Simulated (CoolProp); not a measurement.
A single-stage vapour-compression cycle with R134a: evaporating at 246.15 K (dew point), condensing at 296.15 K (bubble point), superheat 10 K, subcooling 5 K, compressor efficiency 0.65, no pressure losses. Each further row changes one setting.

Computed with CoolProp (reference Helmholtz-energy equation of state, Tillner-Roth 1994).

```tsv
case	cooling COP	pressure ratio	discharge temperature (K)	refrigerating effect (kJ/kg)	volumetric capacity (kJ/m³)
as stated	2.66	6.45	337.8	165	798
evaporating temperature 251.15 K	3.09	5.15	333.5	169	1010
condensing temperature 291.15 K	3.04	5.53	330.8	172	831
subcooling 10 K	2.78	6.45	337.8	172	831
superheat 20 K	2.67	6.45	348.8	173	801
compressor efficiency 0.55	2.25	6.45	349.3	165	798
```
